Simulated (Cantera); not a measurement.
Cantera run:

```python
import numpy as np
import cantera as ct

gas_names = [...]  # 136 gases of nasa_gas.yaml made of C, H, N, O
cond_names = """
    C(gr) C6H6(L) C7H8(L) C8H18(L),n-octa H2O(s) H2O(L)
""".split()


# ... load() reads the species with a 1 bar reference pressure and builds the phases ...
atoms = {
    'acetone': {'C': 3, 'H': 6, 'O': 1},
    'H2': {'H': 2},
    'N2': {'N': 2},
}
top_T = {'C(gr)': 4500}  # K; cautious upper limits of use, not melting points


# ... equilibrate(T, P, feed) seeds the gas with the atoms and calls Mixture.equilibrate('TP', solver="vcs", rtol=1e-11, max_steps=5000) ...
results = []
feed = {'acetone': 1, 'H2': 2.9, 'N2': 30}  # mol
P = 280  # Pa
for T in [623, 673, 723, 773, 823, 873, 923, 973, 1023, 1073, 1123, 1173, 1223, 1273]:
    mix = equilibrate(T, P, feed)
    results.append((T, P, feed, dict(zip(mix.species_names, mix.species_moles))))
    x = sorted(zip(gas.X, gas.species_names), reverse=True)
    print(f"T = {T:g} K  P = {P:g} Pa  gas = {mix.phase_moles(0):.4g} mol")
    print("   x: " + "  ".join(f"{s} {v:.3e}" for v, s in x if v > 0.001))
    print("   condensed (mol): " + ("  ".join(f"{mix.phase(i).name} {mix.phase_moles(i):.4g}"
          for i in range(1, mix.n_phases) if mix.phase_moles(i) > 1e-12) or "none"))
```

It prints:

```
T = 623 K  P = 280 Pa  gas = 36.15 mol
   x: N2 8.299e-01  H2 1.457e-01  H2O 1.146e-02  CO2 6.234e-03  CO 3.734e-03  CH4 3.027e-03
   condensed (mol): C(gr) 2.53
T = 673 K  P = 280 Pa  gas = 36.48 mol
   x: N2 8.225e-01  H2 1.542e-01  CO 1.171e-02  H2O 5.495e-03  CO2 5.105e-03  CH4 1.016e-03
   condensed (mol): C(gr) 2.35
T = 723 K  P = 280 Pa  gas = 36.74 mol
   x: N2 8.165e-01  H2 1.579e-01  CO 2.131e-02  CO2 1.991e-03  H2O 1.927e-03
   condensed (mol): C(gr) 2.13
T = 773 K  P = 280 Pa  gas = 36.86 mol
   x: N2 8.139e-01  H2 1.592e-01  CO 2.568e-02
   condensed (mol): C(gr) 2.031
T = 823 K  P = 280 Pa  gas = 36.89 mol
   x: N2 8.133e-01  H2 1.597e-01  CO 2.676e-02
   condensed (mol): C(gr) 2.007
T = 873 K  P = 280 Pa  gas = 36.9 mol
   x: N2 8.131e-01  H2 1.598e-01  CO 2.701e-02
   condensed (mol): C(gr) 2.002
T = 923 K  P = 280 Pa  gas = 36.9 mol
   x: N2 8.130e-01  H2 1.598e-01  CO 2.707e-02
   condensed (mol): C(gr) 2
T = 973 K  P = 280 Pa  gas = 36.9 mol
   x: N2 8.130e-01  H2 1.599e-01  CO 2.709e-02
   condensed (mol): C(gr) 2
T = 1023 K  P = 280 Pa  gas = 36.9 mol
   x: N2 8.130e-01  H2 1.599e-01  CO 2.710e-02
   condensed (mol): C(gr) 2
T = 1073 K  P = 280 Pa  gas = 36.9 mol
   x: N2 8.130e-01  H2 1.599e-01  CO 2.710e-02
   condensed (mol): C(gr) 2
T = 1123 K  P = 280 Pa  gas = 36.9 mol
   x: N2 8.130e-01  H2 1.599e-01  CO 2.710e-02
   condensed (mol): C(gr) 2
T = 1173 K  P = 280 Pa  gas = 36.9 mol
   x: N2 8.130e-01  H2 1.599e-01  CO 2.710e-02
   condensed (mol): C(gr) 1.999
T = 1223 K  P = 280 Pa  gas = 36.9 mol
   x: N2 8.130e-01  H2 1.599e-01  CO 2.710e-02
   condensed (mol): C(gr) 1.999
T = 1273 K  P = 280 Pa  gas = 36.9 mol
   x: N2 8.130e-01  H2 1.599e-01  CO 2.710e-02
   condensed (mol): C(gr) 1.998
```

Equilibrium computed with Cantera from the NASA thermochemical tables; the gas is ideal and each condensed phase is pure. The feed counts by its element totals alone.
